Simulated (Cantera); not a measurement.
# Chlorosilane synthesis and conversion: Si + HCl + H2

A closed system holds: 1 mol Si, 1.6 mol HCl, 11 mol H2, at 0.100 bar.

These are equilibrium values from Cantera (NASA tables, ideal gas, pure condensed phases), not measurements of a reactor. Candidate condensed phases: Si; 19 gas species. The tables' values for SiCl3 are old estimates; treat these amounts as uncertain. Equilibrium is a limit: real reactors are often held back by kinetics, nucleation or transport.

From 825 K to 1075 K the condensed part is Si(s). The main Si-bearing gas is SiCl4 throughout. The share of Si in condensed phases is highest at 1075 K (63.5 %) and lowest at 825 K (56.9 %).

```csv
T (K),log p H2,log p HCl,log p SiCl4,log p SiHCl3,n Si(s)
825,-1.02,-3.62,-2.63,-2.94,0.569
850,-1.02,-3.49,-2.63,-2.94,0.572
875,-1.02,-3.36,-2.64,-2.95,0.576
900,-1.02,-3.25,-2.64,-2.96,0.580
925,-1.02,-3.14,-2.65,-2.97,0.585
950,-1.02,-3.03,-2.66,-2.98,0.591
975,-1.02,-2.94,-2.67,-2.99,0.598
1000,-1.02,-2.85,-2.68,-3.00,0.606
1025,-1.02,-2.76,-2.70,-3.02,0.615
1050,-1.02,-2.68,-2.72,-3.04,0.624
1075,-1.02,-2.61,-2.74,-3.06,0.635
```
log p: log10 of the partial pressure in bar; n: condensed amount in mol.
